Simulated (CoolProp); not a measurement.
A closed Brayton cycle with carbon dioxide: compressor inlet 325.15 K and 9.8 MPa, high pressure 20.2 MPa, turbine inlet 760 K, compressor efficiency 0.89, turbine efficiency 0.85, recuperator effectiveness 0.95 (on enthalpy, no pinch check). Each further row changes one setting.

The numbers come from the reference Helmholtz-energy equation of state, Span 1996 in CoolProp.

```json
[
 {"case": "as stated", "thermal efficiency (%)": "30.6", "net work (kJ/kg)": "55.5", "compressor to turbine work": "0.34", "compressor exit (K)": "374.6", "turbine exit (K)": "680.6"},
 {"case": "turbine inlet 710 K", "thermal efficiency (%)": "28.5", "net work (kJ/kg)": "49.1", "compressor to turbine work": "0.36", "compressor exit (K)": "374.6", "turbine exit (K)": "633.4"},
 {"case": "compressor inlet 335.15 K", "thermal efficiency (%)": "29.7", "net work (kJ/kg)": "49.4", "compressor to turbine work": "0.41", "compressor exit (K)": "393.3", "turbine exit (K)": "680.6"},
 {"case": "high pressure 17.2 MPa", "thermal efficiency (%)": "28.9", "net work (kJ/kg)": "45.0", "compressor to turbine work": "0.32", "compressor exit (K)": "363.6", "turbine exit (K)": "698.0"},
 {"case": "recuperator effectiveness 0.5", "thermal efficiency (%)": "16.0", "net work (kJ/kg)": "55.5", "compressor to turbine work": "0.34", "compressor exit (K)": "374.6", "turbine exit (K)": "680.6"}
]
```
